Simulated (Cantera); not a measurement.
What does this Cantera script print?

```python
import numpy as np
import cantera as ct

gas_names = """
    N NO NO2 NO3 N2 N2O O O2 O3 Si SiN SiO SiO2 Si2 Si2N Si3
""".split()
cond_names = """
    Si(cr) Si(L) SiO2(Lqz) SiO2(hqz) SiO2(L) Si2N2O(s) Si3N4(a)
""".split()


def load(file, names, dense=False):
    # The tables refer to 1 bar. Condensed volumes are neglected.
    table = {s.name: s for s in ct.Species.list_from_file(file)}
    out = []
    for n in names:
        d = dict(table[n].input_data)
        d["thermo"] = dict(d["thermo"], **{"reference-pressure": 1e5})
        if dense:
            d["equation-of-state"] = {"model": "constant-volume", "density": "1e6 g/cm^3"}
        out.append(ct.Species.from_dict(d))
    return out


gas = ct.Solution(thermo="ideal-gas", species=load("nasa_gas.yaml", gas_names))
cond = {s.name: ct.Solution(thermo="fixed-stoichiometry", species=[s], name=s.name)
        for s in load("nasa_condensed.yaml", cond_names, dense=True)}
atoms = {
    'Si3N4': {'Si': 3, 'N': 4},
    'N2O': {'N': 2, 'O': 1},
    'N2': {'N': 2},
}
top_T = {'Si2N2O(s)': 2100, 'Si3N4(a)': 2400}  # K; cautious upper limits of use, not melting points


def equilibrate(T, P, feed):
    n = {}
    for name, mol in feed.items():
        for a, k in atoms[name].items():
            n[a] = n.get(a, 0.0) + k * mol
    gas.TPX = T, P, n
    mass = sum(n.values()) * gas.mean_molecular_weight
    gas.equilibrate("TP")
    valid = [c for c in cond.values() if c.min_temp <= T <= top_T.get(c.name, c.max_temp)]
    mix = ct.Mixture([(gas, mass / gas.mean_molecular_weight)] + [(c, 0.0) for c in valid])
    mix.T, mix.P = T, P
    mix.equilibrate("TP", solver="vcs", rtol=1e-11, max_steps=5000)
    return mix


results = []
feed = {'Si3N4': 1, 'N2O': 0.07, 'N2': 290}  # mol
T = 1973.15  # K
for P in [0.1, 1, 10, 100, 1000, 10000, 100000, 1000000]:
    mix = equilibrate(T, P, feed)
    results.append((T, P, feed, dict(zip(mix.species_names, mix.species_moles))))
    x = sorted(zip(gas.X, gas.species_names), reverse=True)
    print(f"T = {T:g} K  P = {P:g} Pa  gas = {mix.phase_moles(0):.4g} mol")
    print("   x: " + "  ".join(f"{s} {v:.3e}" for v, s in x if v > 0.0001))
    print("   condensed (mol): " + ("  ".join(f"{mix.phase(i).name} {mix.phase_moles(i):.4g}"
          for i in range(1, mix.n_phases) if mix.phase_moles(i) > 1e-12) or "none"))
```

Result:

```
T = 1973.15 K  P = 0.1 Pa  gas = 295.1 mol
   x: N2 9.898e-01  Si 9.927e-03  SiO 2.372e-04
   condensed (mol): none
T = 1973.15 K  P = 1 Pa  gas = 295.1 mol
   x: N2 9.898e-01  Si 9.921e-03  SiO 2.372e-04
   condensed (mol): none
T = 1973.15 K  P = 10 Pa  gas = 295.1 mol
   x: N2 9.898e-01  Si 9.894e-03  SiO 2.372e-04
   condensed (mol): none
T = 1973.15 K  P = 100 Pa  gas = 295 mol
   x: N2 9.899e-01  Si 9.712e-03  SiO 2.373e-04
   condensed (mol): none
T = 1973.15 K  P = 1000 Pa  gas = 293.1 mol
   x: N2 9.964e-01  Si 3.161e-03  SiO 2.388e-04  Si2N 1.181e-04
   condensed (mol): Si(L) 1.885
T = 1973.15 K  P = 10000 Pa  gas = 292.2 mol
   x: N2 9.994e-01  Si 3.161e-04  SiO 2.395e-04
   condensed (mol): Si(L) 2.805
T = 1973.15 K  P = 100000 Pa  gas = 290.2 mol
   x: N2 9.997e-01  SiO 2.412e-04
   condensed (mol): Si3N4(a) 0.9756
T = 1973.15 K  P = 1e+06 Pa  gas = 290.1 mol
   x: N2 9.999e-01
   condensed (mol): Si2N2O(s) 0.04428  Si3N4(a) 0.9619
```

Equilibrium computed with Cantera from the NASA thermochemical tables; the gas is ideal and each condensed phase is pure. Mutual solubility and eutectic melting of coexisting phases are not modelled. The tables' values for SiN are old estimates; treat these amounts as uncertain.
